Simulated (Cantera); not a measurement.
# Ignition delay

Mixture: CO : H2 : CH4 : O2 : N2 : CO2 = 1 : 0.47 : 0.96 : 1.56 : 5.87 : 1.7 (molar parts), equivalence ratio 1.7, at 82000 Pa, adiabatic and at constant volume. Ignition delay is the time to a rise of 400 K.

Model: GRI-Mech 3.0 (53 species, 325 reactions), integrated in Cantera.

```
T0 (K)  delay (ms)
------  ----------
1250          3.14
1350          1.34
1450         0.622
1550         0.320
1650         0.179
1750         0.107
1850        0.0670
1950        0.0435
2050        0.0293
```

```
Item                                                    Result
--------------------------------------------------  ----------
apparent activation energy between 1850 and 2050 K  130 kJ/mol
```
